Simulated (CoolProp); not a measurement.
Properties of R134a at several states.

The numbers come from the reference Helmholtz-energy equation of state, Tillner-Roth 1994 in CoolProp.

```json
[
 {"T (°C)": "32.15", "p (MPa)": "4.21", "phase": "liquid", "cv (kJ/(kg K))": "0.9192", "speed of sound (m/s)": "512.9", "expansivity (1/kK)": "3.080", "viscosity (µPa s)": "190", "Prandtl number": "3.33"},
 {"T (°C)": "-94.95", "p (MPa)": "6.06", "phase": "liquid", "cv (kJ/(kg K))": "0.7929", "speed of sound (m/s)": "1100", "expansivity (1/kK)": "1.638", "viscosity (µPa s)": "1710", "Prandtl number": "14.2"},
 {"T (°C)": "123.35", "p (MPa)": "1.34", "phase": "gas", "cv (kJ/(kg K))": "0.9489", "speed of sound (m/s)": "172.5", "expansivity (1/kK)": "3.667", "viscosity (µPa s)": "15.9", "Prandtl number": "0.797"},
 {"T (°C)": "122.05", "p (MPa)": "5.45", "phase": "supercritical", "cv (kJ/(kg K))": "1.125", "speed of sound (m/s)": "114.2", "expansivity (1/kK)": "39.24", "viscosity (µPa s)": "28.7", "Prandtl number": "2.61"},
 {"T (°C)": "39.55", "p (MPa)": "7.8", "phase": "liquid", "cv (kJ/(kg K))": "0.9271", "speed of sound (m/s)": "519.1", "expansivity (1/kK)": "2.935", "viscosity (µPa s)": "186", "Prandtl number": "3.25"}
]
```

Viscosity comes from a separate model (Huber 2003), an estimate that may be off by 10 % or more. Thermal conductivity comes from a separate model (McLinden 2000), an estimate that may be off by 10 % or more.
